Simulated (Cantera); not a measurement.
Feed: 1 mol Pb, 4.6 mol CO, 13 mol H2, at 1.33 mbar.

Equilibrium computed with Cantera from the NASA thermochemical tables; the gas is ideal and each condensed phase is pure. Candidate condensed phases: C, C6H6, C7H8, C8H18, H2O, Pb, PbO, PbO2, Pb3O4; 113 gas species. Kinetics and transport are ignored.

x: gas mole fraction; n: condensed amount in mol.

```json
[
 {"T (K)": "1000", "x H2": "0.730", "x CO": "0.258", "x Pb": "0.0121", "x H": "?", "x H2O": "9.92e-5", "n C(graphite)": "0.00146", "n Pb(l)": "0.784"},
 {"T (K)": "1050", "x H2": "0.713", "x CO": "0.252", "x Pb": "0.0349", "x H": "?", "x H2O": "4.35e-5", "n C(graphite)": "0", "n Pb(l)": "0.364"},
 {"T (K)": "1100", "x H2": "0.699", "x CO": "0.247", "x Pb": "0.0538", "x H": "?", "x H2O": "2.06e-5", "n C(graphite)": "0", "n Pb(l)": "0"},
 {"T (K)": "1150", "x H2": "0.699", "x CO": "0.247", "x Pb": "0.0538", "x H": "?", "x H2O": "1.13e-5", "n C(graphite)": "0", "n Pb(l)": "0"},
 {"T (K)": "1200", "x H2": "0.699", "x CO": "0.247", "x Pb": "0.0538", "x H": "?", "x H2O": "7.04e-6", "n C(graphite)": "0", "n Pb(l)": "0"},
 {"T (K)": "1250", "x H2": "0.699", "x CO": "0.247", "x Pb": "0.0538", "x H": "?", "x H2O": "4.59e-6", "n C(graphite)": "0", "n Pb(l)": "0"},
 {"T (K)": "1300", "x H2": "0.699", "x CO": "0.247", "x Pb": "0.0538", "x H": "?", "x H2O": "3.15e-6", "n C(graphite)": "0", "n Pb(l)": "0"},
 {"T (K)": "1350", "x H2": "0.699", "x CO": "0.247", "x Pb": "0.0538", "x H": "?", "x H2O": "2.31e-6", "n C(graphite)": "0", "n Pb(l)": "0"},
 {"T (K)": "1400", "x H2": "0.699", "x CO": "0.247", "x Pb": "0.0538", "x H": "?", "x H2O": "1.82e-6", "n C(graphite)": "0", "n Pb(l)": "0"}
]
```

**Question.** What belongs in the gaps?

**Answer.** 
- 1000, x H: 5.31e-8
- 1050, x H: 1.88e-7
- 1100, x H: 5.92e-7
- 1150, x H: 1.71e-6
- 1200, x H: 4.52e-6
- 1250, x H: 1.11e-5
- 1300, x H: 2.53e-5
- 1350, x H: 5.46e-5
- 1400, x H: 0.000111
